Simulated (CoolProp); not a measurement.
Properties of p-xylene along the isobar 20500 kPa (Tc = 343.0 °C, pc = 3532 kPa, ω = 0.324).

The numbers come from the reference Helmholtz-energy equation of state, Zhou 2012 in CoolProp.

| T (°C) | phase | cp (kJ/(kg K)) | speed of sound (m/s) | isothermal compressibility (1/MPa) | expansivity (1/kK) |
|---|---|---|---|---|---|
| 53.15 | liquid | … | 1304 | 0.0008782 | … |
| 82.95 | liquid | 1.888 | 1204 | 0.001047 | 0.9597 |
| 112.75 | liquid | 1.984 | 1108 | 0.001257 | 0.9974 |
| 142.55 | liquid | 2.081 | … | 0.001520 | 1.044 |
| 172.45 | liquid | 2.178 | … | 0.001852 | 1.100 |
| 202.25 | liquid | 2.273 | 855.0 | 0.002270 | 1.167 |
| 232.05 | liquid | 2.367 | 781.4 | 0.002804 | 1.247 |
| 261.85 | liquid | 2.459 | 712.8 | 0.003491 | … |

Question: Fill in the missing entries.

Answer: 
- 53.15, cp (kJ/(kg K)): 1.792
- 53.15, expansivity (1/kK): 0.9304
- 142.55, speed of sound (m/s): 1018
- 172.45, speed of sound (m/s): 933.8
- 261.85, expansivity (1/kK): 1.341
